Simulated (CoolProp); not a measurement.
A Linde-Hampson liquefier for carbon monoxide: isothermal reversible compression at 230 K from 1 atm to 25 MPa, throttling to 1 atm, return gas leaving the recuperator 5 K below the feed. Each further row changes one setting.

The numbers come from the reference Helmholtz-energy equation of state, Lemmon 2006 in CoolProp. It is a short technical equation, of lower accuracy than the large ones.

```csv
case,liquid yield per pass,compression work (kJ/kg of gas)
as stated,0.185,363
high pressure 50 MPa,[?],419
warm-end temperature 260 K,[?],419
warm-end gap 10 K,[?],363
```

Task: Fill in the missing entries.

Result: 
- high pressure 50 MPa, liquid yield per pass: 0.190
- warm-end temperature 260 K, liquid yield per pass: 0.131
- warm-end gap 10 K, liquid yield per pass: 0.173
